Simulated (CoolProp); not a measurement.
Saturation properties of propylene.

Values from CoolProp's reference Helmholtz-energy equation of state, Lemmon 2013.

```
T (°C)  p (bar)  liquid density (kg/m³)  vapour density (kg/m³)  surface tension (mN/m)  liquid conductivity (mW/(m K))
------  -------  ----------------------  ----------------------  ----------------------  ------------------------------
-77.45      ___                   645.8                  0.5376                    21.1                             158
-67.15   0.3785                   633.7                  0.9467                     ___                             154
-56.85   0.6525                   621.4                   1.568                    18.1                             150
-46.65    1.059                   608.9                   2.457                    16.6                             145
-36.35    1.646                   595.9                   3.706                    15.2                             141
-26.05    2.456                     ___                     ___                    13.7                             136
-15.75      ___                     ___                     ___                    12.3                             131
-5.45     4.947                   554.1                   10.49                    10.9                             126
4.85      6.733                   538.9                   14.17                    9.54                             121
```

Question: Fill in the missing entries.

Answer: 
- -77.45, p (bar): 0.2055
- -67.15, surface tension (mN/m): 19.6
- -26.05, liquid density (kg/m³): 582.5
- -26.05, vapour density (kg/m³): 5.393
- -15.75, p (bar): 3.539
- -15.75, liquid density (kg/m³): 568.6
- -15.75, vapour density (kg/m³): 7.617

It boils at -47.6 °C under 1 atm.

Thermal conductivity comes from a separate model (Huber 2003), an estimate that may be off by 10 % or more. Surface tension comes from a separate correlation (Mulero 2012).
